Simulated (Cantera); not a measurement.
Charge: 1 mol SiH2Cl2, 0.5 mol N2O, 0.61 mol H2, 1.9 mol H2O, equilibrated at 1.00 bar.

Equilibrium computed with Cantera from the NASA thermochemical tables; the gas is ideal and each condensed phase is pure. Candidate condensed phases: H2O, NH4Cl, Si, SiO2, Si2N2O, Si3N4; 47 gas species. The tables hold silica as quartz up to 1696 K and as liquid above; real silica turns to tridymite and cristobalite and melts near 1996 K. Gases not in the tables: Si(OH)4. Kinetics and transport are ignored. All values below are at 1450 °C.

Base state: H2 0.421, HCl 0.399, N2 0.0998, H2O 0.0798, H 0.000118, Cl 8.69e-5 (mole fractions); condensed: SiO2(condensed).

Q: What changes in the equilibrium state with this change: SiH2Cl2 replaced by SiCl4?

A: 
| species | before | after |
|---|---|---|
| HCl | 0.399 | 0.797 |
| N2 | 0.0998 | 0.0998 |
| H2O | 0.0798 | 0.0798 |
| H2 | 0.421 | 0.0223 |
| Cl | 8.69e-5 | 0.000754 |
| Cl2 | 1.61e-7 | 1.21e-5 |
| H | 0.000118 | 2.72e-5 |
| SiO2(condensed), mol | 1.000 | 1.000 |
